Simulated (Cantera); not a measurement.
Charge: 1 mol MgO, 0.15 mol H2, held at 3.10 mbar.

Equilibrium computed with Cantera from the NASA thermochemical tables; the gas is ideal and each condensed phase is pure. Candidate condensed phases: H2O, Mg, MgO, Mg(OH)2; 15 gas species. The tables' values for MgH are old estimates; treat these amounts as uncertain. Rates play no part.

Problem. At 2425 °C, list the 6 most abundant gas species with their mole fractions, and the condensed phases.

Solution. Mg 0.504, O 0.223, O2 0.120, H 0.0888, OH 0.0303, MgO 0.0151. Condensed: gas only.
